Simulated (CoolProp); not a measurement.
Vapour-liquid equilibrium of propane (1) + R114 (2) at 0.569 MPa; x and y are mole fractions of (1).

Computed with CoolProp (multi-fluid Helmholtz-energy mixture model, Lemmon 2009 and Platzer 1990; pair parameters Bell 2016). This equation is an older, rougher fit; its heat capacities, sound speeds and derivatives of the liquid may be far off and weren't checked against measurements.

| x | bubble temperature, mixture model (K) | bubble temperature, Raoult's law (K) | y, mixture model | y, Raoult's law |
|---|---|---|---|---|
| 0.05 | 326.2 | 327.4 | 0.169 | 0.165 |
| 0.125 | 318.2 | 320.7 | 0.362 | 0.357 |
| 0.2 | 311.7 | 314.9 | 0.501 | 0.501 |
| 0.275 | 306.2 | 309.7 | 0.603 | 0.610 |
| 0.35 | 301.7 | 305.1 | 0.680 | 0.696 |
| 0.425 | 297.9 | 301.0 | 0.740 | 0.763 |
| 0.5 | 294.6 | 297.2 | 0.789 | 0.817 |
| 0.575 | 291.7 | 293.8 | 0.830 | 0.861 |
| 0.65 | 289.1 | 290.8 | 0.865 | 0.897 |
| 0.725 | 286.8 | 287.9 | 0.897 | 0.926 |
| 0.8 | 284.6 | 285.3 | 0.927 | 0.951 |
| 0.875 | 282.5 | 282.9 | 0.955 | 0.972 |
| 0.95 | 280.5 | 280.7 | 0.982 | 0.990 |

The largest gap from Raoult's law is -3.5 K in bubble temperature, at x = 0.275. No azeotrope shows between x = 0.05 and 0.95.

The pair parameters rest on a limited set of measurements; away from them the model extrapolates.
